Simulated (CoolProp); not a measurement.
Values from CoolProp's reference Helmholtz-energy equation of state, Span 1996.

Q: For carbon dioxide, give the phase and the cp (kJ/(kg K)), Joule-Thomson coefficient (K/MPa) at 467.45 °C and 6.59 MPa.

A: 
- 467.45 °C and 6.59 MPa: gas; cp 1.17, Joule-Thomson coefficient 1.04
